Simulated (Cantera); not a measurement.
An isothermal plug-flow reactor at 975 K and 4.74 atm (inlet), inlet velocity 0.34 m/s, active area per volume 4500 1/m; feed 0.485 % CH₄, 10.4 % O₂, 89.1 % N₂, equivalence ratio 0.093.

Cantera simulation using Deutschmann's 1995 Pt surface mechanism with GRI-Mech 3.0 gas chemistry; the numbers are that mechanism's predictions, not measurements. Catalytic surfaces can have several steady states; this one follows from the mechanism file's or the stated starting coverage. Mass transfer to the wall is taken as infinitely fast.

x: gas mole fraction; θ: surface coverage.

```
z (m)         x CH₄    x O₂       x H₂O       x CO₂        x CO  θ free Pt   θ O*       θ OH*
-------  ----------  ------  ----------  ----------  ----------  ---------  -----  ----------
0.00036     0.00448   0.103    0.000736    0.000366     1.58e-6      0.107  0.892    0.000914
0.0006      0.00425   0.103     0.00120    0.000596     1.50e-6      0.107  0.892     0.00116
0.001    (withheld)   0.102  (withheld)  (withheld)  (withheld)      0.107  0.892  (withheld)
0.0017      0.00334   0.101     0.00302     0.00151     1.18e-6      0.107  0.891     0.00184
0.0028      0.00261  0.0993     0.00447     0.00223     9.27e-7      0.107  0.891     0.00223
0.0046      0.00174  0.0976     0.00620     0.00309     6.23e-7      0.108  0.890     0.00263
0.0077   (withheld)  0.0959  (withheld)  (withheld)  (withheld)      0.108  0.889     0.00298
0.013      0.000252  0.0946     0.00916     0.00457     1.09e-7      0.108  0.888     0.00320
0.021       3.94e-5  0.0942     0.00959     0.00478     3.00e-8      0.108  0.888     0.00328
0.036       1.20e-6  0.0941     0.00967     0.00483     7.37e-9      0.108  0.888     0.00329
```

Task: What belongs in the gaps?

Result: 
- 0.001, x CH₄: 0.00389
- 0.001, x H₂O: 0.00191
- 0.001, x CO₂: 0.000953
- 0.001, x CO: 1.38e-6
- 0.001, θ OH*: 0.00146
- 0.0077, x CH₄: 0.000858
- 0.0077, x H₂O: 0.00795
- 0.0077, x CO₂: 0.00397
- 0.0077, x CO: 3.18e-7
